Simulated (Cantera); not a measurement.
A perfectly stirred reactor is fed with 10.6 % CH4, 1.90 % CO, 18.4 % O2, 69.2 % N2, at 4.10 bar; it is adiabatic with a 700 K inlet, and is followed from long to short residence time, starting on the burning branch (τ in s: 0.035, 0.019, 0.01, 0.0057, 0.0031, 0.0017, 0.00093, 0.00051, 0.00028, 0.00015, 8.4e-05, 4.6e-05, 2.5e-05).

Computed with Cantera and GRI-Mech 3.0 (53 species, 325 reactions).

x: mole fraction; the columns are a selection and need not sum to one.

```json
[
 {"τ (s)": "0.035", "T (K)": "2424", "x CH4": "5.01e-6", "x CO": "0.0514", "x O2": "0.000388", "x N2O": "7.88e-8", "x HCN": "1.21e-6", "x C2H": "2.86e-11", "x CH2": "2.08e-7"},
 {"τ (s)": "0.019", "T (K)": "2421", "x CH4": "8.24e-6", "x CO": "0.0514", "x O2": "0.000465", "x N2O": "8.39e-8", "x HCN": "1.95e-6", "x C2H": "7.58e-11", "x CH2": "3.62e-7"},
 {"τ (s)": "0.010", "T (K)": "2417", "x CH4": "1.33e-5", "x CO": "0.0516", "x O2": "0.000596", "x N2O": "9.18e-8", "x HCN": "3.07e-6", "x C2H": "1.95e-10", "x CH2": "6.30e-7"},
 {"τ (s)": "0.0057", "T (K)": "2411", "x CH4": "1.95e-5", "x CO": "0.0518", "x O2": "0.000774", "x N2O": "1.01e-7", "x HCN": "4.34e-6", "x C2H": "4.16e-10", "x CH2": "9.97e-7"},
 {"τ (s)": "0.0031", "T (K)": "2402", "x CH4": "2.88e-5", "x CO": "0.0521", "x O2": "0.00106", "x N2O": "1.13e-7", "x HCN": "6.01e-6", "x C2H": "8.79e-10", "x CH2": "1.59e-6"},
 {"τ (s)": "0.0017", "T (K)": "2390", "x CH4": "4.18e-5", "x CO": "0.0526", "x O2": "0.00147", "x N2O": "1.27e-7", "x HCN": "7.91e-6", "x C2H": "…", "x CH2": "2.46e-6"},
 {"τ (s)": "0.00093", "T (K)": "2374", "x CH4": "6.08e-5", "x CO": "0.0532", "x O2": "0.00205", "x N2O": "1.41e-7", "x HCN": "1.00e-5", "x C2H": "…", "x CH2": "3.72e-6"},
 {"τ (s)": "0.00051", "T (K)": "2354", "x CH4": "8.93e-5", "x CO": "0.0541", "x O2": "0.00285", "x N2O": "1.54e-7", "x HCN": "1.22e-5", "x C2H": "…", "x CH2": "5.50e-6"},
 {"τ (s)": "0.00028", "T (K)": "2328", "x CH4": "0.000134", "x CO": "0.0552", "x O2": "0.00392", "x N2O": "1.63e-7", "x HCN": "1.45e-5", "x C2H": "…", "x CH2": "8.03e-6"},
 {"τ (s)": "0.00015", "T (K)": "2297", "x CH4": "0.000212", "x CO": "0.0567", "x O2": "0.00542", "x N2O": "1.70e-7", "x HCN": "1.71e-5", "x C2H": "…", "x CH2": "1.19e-5"},
 {"τ (s)": "8.4e-5", "T (K)": "2262", "x CH4": "0.000340", "x CO": "0.0586", "x O2": "0.00731", "x N2O": "1.72e-7", "x HCN": "2.00e-5", "x C2H": "…", "x CH2": "1.72e-5"},
 {"τ (s)": "4.6e-5", "T (K)": "2218", "x CH4": "0.000594", "x CO": "0.0613", "x O2": "0.0102", "x N2O": "1.71e-7", "x HCN": "2.41e-5", "x C2H": "…", "x CH2": "2.62e-5"},
 {"τ (s)": "2.5e-5", "T (K)": "2159", "x CH4": "0.00122", "x CO": "0.0660", "x O2": "0.0153", "x N2O": "1.65e-7", "x HCN": "3.07e-5", "x C2H": "…", "x CH2": "4.31e-5"}
]
```

Q: Some entries are withheld; supply them.

A: 
- 0.0017, x C2H: 1.73e-9
- 0.00093, x C2H: 3.29e-9
- 0.00051, x C2H: 6.10e-9
- 0.00028, x C2H: 1.13e-8
- 0.00015, x C2H: 2.19e-8
- 8.4e-5, x C2H: 4.22e-8
- 4.6e-5, x C2H: 8.95e-8
- 2.5e-5, x C2H: 2.19e-7
